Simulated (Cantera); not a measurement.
Input: 1 mol Si, 0.44 mol CO2, 6.6 mol H2, equilibrated at 1275 °C and 100 Torr.

Cantera equilibrium calculation (NASA polynomials, part measured and part estimated; ideal gas, pure solids and liquids). Candidate condensed phases: C, C6H6, C7H8, C8H18, H2O, Si, SiC, SiO2; 123 gas species. Mutual solubility and eutectic melting of coexisting phases are not modelled. The tables hold silica as quartz up to 1696 K and as liquid above; real silica turns to tridymite and cristobalite and melts near 1996 K. Kinetics and transport are ignored.

Base state: H2 0.991, SiO 0.00906, CO 0.000291, H 8.39e-5 (mole fractions); condensed: Si(s) + SiC(s) + SiO2(β-quartz).

What changes in the equilibrium state with this change: temperature from 1275 °C to 1127 °C?


```json
[
 {"species": "H2", "before": "0.991", "after": "0.999"},
 {"species": "SiO", "before": "0.00906", "after": "0.000550"},
 {"species": "H", "before": "8.39e-5", "after": "1.33e-5"},
 {"species": "CO", "before": "0.000291", "after": "1.01e-5"},
 {"species": "Si(s), mol", "before": "0.0927", "after": "0.118"},
 {"species": "SiC(s), mol", "before": "0.438", "after": "0.440"},
 {"species": "SiO2(β-quartz), mol", "before": "0.409", "after": "0.438"}
]
```
